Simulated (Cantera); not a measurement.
What does this Cantera script print?

```python
import numpy as np
import cantera as ct

gas_names = """
    CL CL2 H HCL H2 Si SiCL SiCL2 SiCL3 SiCL4 SiH SiHCL3 SiH2 SiH2CL2 SiH3 SiH3CL SiH4 Si2 Si3
""".split()
cond_names = """
    Si(cr) Si(L)
""".split()


# ... load() reads the species with a 1 bar reference pressure and builds the phases ...
atoms = {
    'Si': {'Si': 1},
    'Cl2': {'CL': 2},
    'H2': {'H': 2},
}
top_T = {}  # K; cautious upper limits of use, not melting points


# ... equilibrate(T, P, feed) seeds the gas with the atoms and calls Mixture.equilibrate('TP', solver="vcs", rtol=1e-11, max_steps=5000) ...
results = []
feed = {'Si': 1, 'Cl2': 2.6, 'H2': 5.9}  # mol
T = 1200  # K
for P in [10000, 23000, 51000, 120000, 260000, 590000, 1300000, 3000000]:
    mix = equilibrate(T, P, feed)
    results.append((T, P, feed, dict(zip(mix.species_names, mix.species_moles))))

top = {s: max(r[3][s] / sum(r[3][g] for g in gas_names) for r in results) for s in gas_names}
cols = sorted((s for s in top if top[s] > 0.001), key=lambda s: -top[s])[:6]
seen = [c for c in cond_names if any(r[3].get(c, 0) > 1e-12 for r in results)]
print("log10 of partial pressures in bar; condensed amounts in mol")
print(f"{'P/Pa':>10s}" + "".join(f"{s[:9]:>10s}" for s in cols + seen))
for T, P, feed, n in results:
    ng = sum(n[g] for g in gas_names)
    print(f"{P:10.4g}" + "".join(f"{np.log10(max(n[s] / ng * P / 1e5, 1e-99)):10.3f}" for s in cols)
          + "".join(f"{n.get(c, 0):10.4g}" for c in seen))
```

Result:

```
log10 of partial pressures in bar; condensed amounts in mol
      P/Pa        H2       HCL     SiCL4    SiHCL3     SiCL3     SiCL2
     1e+04    -1.165    -1.737    -1.953    -2.946    -3.196    -3.496
   2.3e+04    -0.801    -1.385    -1.579    -2.560    -2.991    -3.461
   5.1e+04    -0.454    -1.045    -1.225    -2.199    -2.805    -3.441
   1.2e+05    -0.081    -0.677    -0.849    -1.819    -2.610    -3.428
   2.6e+05     0.255    -0.343    -0.511    -1.478    -2.437    -3.421
   5.9e+05     0.611     0.012    -0.153    -1.119    -2.256    -3.417
   1.3e+06     0.955     0.354     0.191    -0.774    -2.083    -3.414
     3e+06     1.318     0.717     0.555    -0.409    -1.900    -3.412
```

Equilibrium computed with Cantera from the NASA thermochemical tables; the gas is ideal and each condensed phase is pure. The tables' values for SiCl3 are old estimates; treat these amounts as uncertain.
